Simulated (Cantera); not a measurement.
An isothermal, constant-pressure homogeneous reactor starts with 64.1 % NO, 35.9 % N2, at 1950 K and 0.0130 bar.

Detailed kinetics in Cantera: GRI-Mech 3.0 (53 species, 325 reactions). Radical loss at walls, strong at low pressure, is not modelled.

x: mole fraction; the columns are a selection and need not sum to one.

| t (s) | x NO | x N2 | x N2O | x O2 | x O |
|---|---|---|---|---|---|
| 0.000500 | 0.641 | 0.359 | 2.13e-6 | 5.30e-9 | … |
| 0.00140 | 0.641 | 0.359 | 5.87e-6 | 4.17e-8 | … |
| 0.00389 | 0.641 | 0.359 | 1.59e-5 | 3.29e-7 | … |
| 0.0109 | 0.641 | 0.359 | 4.10e-5 | 2.74e-6 | … |
| 0.0303 | 0.641 | 0.359 | 9.18e-5 | 2.58e-5 | … |
| 0.0847 | 0.640 | 0.359 | 0.000143 | 0.000247 | … |
| 0.236 | 0.637 | 0.361 | 0.000141 | 0.00149 | … |
| 0.659 | 0.629 | 0.365 | 0.000133 | 0.00550 | … |
| 1.84 | 0.605 | 0.377 | 0.000116 | 0.0174 | … |
| 5.14 | 0.533 | 0.413 | 8.07e-5 | 0.0532 | … |
| 14.3 | 0.343 | 0.508 | 2.82e-5 | 0.148 | … |
| 40.0 | 0.0898 | 0.634 | 1.72e-6 | 0.274 | … |

Fill in the missing entries.


- 0.000500, x O: 2.15e-6
- 0.00140, x O: 6.02e-6
- 0.00389, x O: 1.71e-5
- 0.0109, x O: 4.99e-5
- 0.0303, x O: 0.000151
- 0.0847, x O: 0.000387
- 0.236, x O: 0.000567
- 0.659, x O: 0.000633
- 1.84, x O: 0.000774
- 5.14, x O: 0.00108
- 14.3, x O: 0.00161
- 40.0, x O: 0.00210
